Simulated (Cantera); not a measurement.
Charge: 1 mol SiH2Cl2, 0.0082 mol C2H4, 1.2 mol H2, held at 2325 K and 0.100 bar.

Method: chemical equilibrium by Gibbs-energy minimisation in Cantera with the NASA 1993 tables (ideal gas, pure condensed phases). Candidate condensed phases: C, C6H6, C7H8, C8H18, Si, SiC; 109 gas species. Mutual solubility and eutectic melting of coexisting phases are not modelled. The tables' values for SiCl, SiCl3 are old estimates; treat these amounts as uncertain. Gases not in the tables: Si2H6 and higher silanes. Equilibrium is a limit: real reactors are often held back by kinetics, nucleation or transport.

Base state: H2 0.536, HCl 0.233, SiCl2 0.173, H 0.0255, Si 0.0116, SiCl 0.00899, Cl 0.00795, SiCl3 0.00151 (mole fractions); condensed: Si(l) + SiC(s).

Task: What changes in the equilibrium state with this change: temperature from 2325 K to 1123.15 K?

Result: 
| species | before | after |
|---|---|---|
| H2 | 0.536 | 0.764 |
| SiCl4 | 9.85e-6 | 0.133 |
| HCl | 0.233 | 0.0511 |
| SiCl2 | 0.173 | 0.00721 |
| Si | 0.0116 | <1e-9 |
| H | 0.0255 | 1.18e-7 |
| SiHCl3 | 1.54e-5 | 0.0342 |
| SiCl | 0.00899 | <1e-9 |
| Cl | 0.00795 | 7.01e-9 |
| Si2C | 0.00102 | <1e-9 |
| SiH | 0.000944 | <1e-9 |
| Si(l), mol | 0.324 | 0 |
| SiC(s), mol | 0.0123 | 0.0164 |
| Si(s), mol | 0 | 0.478 |
The tables' values for SiCl3 are old estimates; treat these amounts as uncertain.
